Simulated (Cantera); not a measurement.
What does this Cantera script print?

```python
import numpy as np
import cantera as ct

gas = ct.Solution("gri30.yaml")
gas.TPX = 498, 1300000, {'CH4': 1, 'O2': 3.33, 'N2': 12.5, 'H2O': 1.1}
inlet = ct.Reservoir(gas, clone=True)
gas.equilibrate("HP")  # start burning
reactor = ct.IdealGasConstPressureReactor(gas, energy="on", clone=False)
exhaust = ct.Reservoir(gas, clone=True)
tau = [0.36, 0.17, 0.084, 0.041, 0.02, 0.0096, 0.0047, 0.0023, 0.0011, 0.00054, 0.00026, 0.00013, 6.1e-05][0]
for a, b in ((inlet, reactor), (reactor, exhaust)):
    ct.MassFlowController(a, b, mdot=lambda t: reactor.mass / tau)
net = ct.ReactorNet([reactor])
show = ['CH4', 'O2', 'H2O', 'H', 'HO2', 'C2H4', 'NO2']

rows = []
print(f"{'tau/s':>10s}{'T/K':>9s}" + "".join(f"{s:>11s}" for s in show))
for tau in [0.36, 0.17, 0.084, 0.041, 0.02, 0.0096, 0.0047, 0.0023, 0.0011, 0.00054, 0.00026, 0.00013, 6.1e-05]:
    net.initial_time = 0.0
    net.advance(30 * tau)
    before = gas.X
    net.advance(40 * tau)
    drift = np.max(np.abs(gas.X - before) / (gas.X + 1e-9))
    rows.append([gas.T, *gas[show].X, drift])
    print(f"{tau:10.3e}{gas.T:9.1f}" + "".join(f"{x:11.3e}" for x in gas[show].X))
```

Result:

```
     tau/s      T/K        CH4         O2        H2O          H        HO2       C2H4        NO2
 3.600e-01   1737.0  1.523e-06  7.411e-02  1.727e-01  1.709e-07  1.069e-06  1.766e-10  9.400e-08
 1.700e-01   1736.9  3.100e-06  7.413e-02  1.727e-01  2.134e-07  1.190e-06  7.256e-10  5.328e-08
 8.400e-02   1736.5  5.890e-06  7.414e-02  1.727e-01  2.943e-07  1.413e-06  2.579e-09  3.523e-08
 4.100e-02   1735.9  1.096e-05  7.418e-02  1.727e-01  4.572e-07  1.847e-06  8.685e-09  2.711e-08
 2.000e-02   1734.8  1.982e-05  7.424e-02  1.726e-01  7.785e-07  2.659e-06  2.706e-08  2.473e-08
 9.600e-03   1732.8  3.564e-05  7.435e-02  1.725e-01  1.426e-06  4.195e-06  8.133e-08  2.598e-08
 4.700e-03   1729.5  6.308e-05  7.456e-02  1.724e-01  2.652e-06  6.950e-06  2.308e-07  2.953e-08
 2.300e-03   1723.4  1.144e-04  7.497e-02  1.721e-01  5.000e-06  1.210e-05  6.667e-07  3.387e-08
 1.100e-03   1710.6  2.273e-04  7.586e-02  1.716e-01  9.565e-06  2.289e-05  2.210e-06  3.651e-08
 5.400e-04   1677.1  5.613e-04  7.830e-02  1.703e-01  1.700e-05  4.959e-05  1.041e-05  3.353e-08
 2.600e-04    498.0  5.577e-02  1.857e-01  6.135e-02 -4.088e-36  5.858e-20  9.477e-19  1.002e-21
 1.300e-04    498.0  5.577e-02  1.857e-01  6.135e-02  1.209e-36  6.207e-21  4.266e-21  4.512e-24
 6.100e-05    498.0  5.577e-02  1.857e-01  6.135e-02  7.474e-37  3.017e-21  2.695e-22  2.850e-25
```

Computed with Cantera and GRI-Mech 3.0 (53 species, 325 reactions). The pressure lies above the range GRI-Mech 3.0 was tuned for (to about 10 atm).
